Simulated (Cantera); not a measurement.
Cantera run, input and output.

```python
import numpy as np
import cantera as ct

gas = ct.Solution("gri30.yaml")
gas.TPX = 1350, 24000, {'H2': 0.81, 'O2': 0.32, 'N2': 7.5}
reactor = ct.IdealGasConstPressureReactor(gas, energy="off", clone=False)
net = ct.ReactorNet([reactor])
net.rtol, net.atol = 1e-08, 1e-18
show = ['H2', 'O2', 'H2O', 'NO2', 'H2O2', 'NO']
times = np.geomspace(2e-05, 80, 13)

steps = ct.SolutionArray(gas, extra=["t"])
rows = []
print(f"{'t/s':>10s}{'T/K':>9s}{'P/Pa':>11s}" + "".join(f"{s:>11s}" for s in show))
for t in times:
    while net.time < t:
        t_next = net.step()
        steps.append(gas.state, t=t_next)
    rows.append([np.interp(t, steps.t, y) for y in (steps.T, steps.P, *steps(*show).X.T)])
    print(f"{t:10.3e}{rows[-1][0]:9.1f}{rows[-1][1]:11.4g}" + "".join(f"{x:11.3e}" for x in rows[-1][2:]))
rate = np.gradient(steps.T, steps.t)
print("integrator steps:", len(steps.t))
if steps.T.max() > steps.T[0] + 200:
    print(f"time of steepest temperature rise: {steps.t[rate.argmax()]:.4e} s")
gas.TPX = 1350, 24000, {'H2': 0.81, 'O2': 0.32, 'N2': 7.5}
gas.equilibrate("TP")
print(f"equilibrium (TP): T = {gas.T:.1f} K  " + "  ".join(f"{s} {gas[s].X[0]:.3e}" for s in show))
```

Result:

```
       t/s      T/K       P/Pa         H2         O2        H2O        NO2       H2O2         NO
 2.000e-05   1350.0    2.4e+04  9.386e-02  3.708e-02  6.483e-09  7.497e-25  5.962e-11  2.238e-18
 7.099e-05   1350.0    2.4e+04  9.386e-02  3.708e-02  2.729e-07  4.423e-22  6.592e-10  1.219e-16
 2.520e-04   1350.0    2.4e+04  9.237e-02  3.649e-02  1.010e-03  2.797e-15  3.972e-08  4.825e-11
 8.944e-04   1350.0    2.4e+04  1.799e-02  5.297e-03  5.933e-02  6.516e-11  1.708e-07  6.466e-06
 3.175e-03   1350.0    2.4e+04  1.739e-02  1.670e-03  7.101e-02  8.321e-11  1.133e-07  1.373e-05
 1.127e-02   1350.0    2.4e+04  1.854e-02  1.657e-04  7.604e-02  2.943e-11  3.478e-08  1.560e-05
 4.000e-02   1350.0    2.4e+04  1.984e-02  1.063e-05  7.683e-02  7.468e-12  6.602e-09  1.571e-05
 1.420e-01   1350.0    2.4e+04  2.030e-02  7.360e-07  7.696e-02  2.067e-12  8.927e-10  1.523e-05
 5.040e-01   1350.0    2.4e+04  2.042e-02  4.980e-08  7.699e-02  6.354e-13  8.024e-11  1.371e-05
 1.789e+00   1350.0    2.4e+04  2.046e-02  2.877e-09  7.700e-02  2.526e-13  5.001e-12  1.125e-05
 6.350e+00   1350.0    2.4e+04  2.046e-02  1.820e-10  7.701e-02  1.376e-13  3.231e-13  8.177e-06
 2.254e+01   1350.0    2.4e+04  2.045e-02  2.870e-11  7.701e-02  7.686e-14  5.292e-14  4.905e-06
 8.000e+01   1350.0    2.4e+04  2.045e-02  9.120e-12  7.701e-02  2.930e-14  1.709e-14  1.915e-06
integrator steps: 2294
equilibrium (TP): T = 1350.0 K  H2 2.046e-02  O2 2.493e-12  H2O 7.702e-02  NO2 3.010e-17  H2O2 4.726e-15  NO 2.007e-09
```

Detailed kinetics in Cantera: GRI-Mech 3.0 (53 species, 325 reactions). The temperature is held fixed by assumption; the heat of reaction is taken as removed at once.
